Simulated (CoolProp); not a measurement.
Model: reference Helmholtz-energy equation of state, Zhou 2012, in CoolProp.

For ethylbenzene, give the phase and the Joule-Thomson coefficient (K/MPa), expansivity (1/kK) at 294.1 K and 1.74 MPa.


- 294.1 K and 1.74 MPa: liquid; Joule-Thomson coefficient -0.471, expansivity 0.997
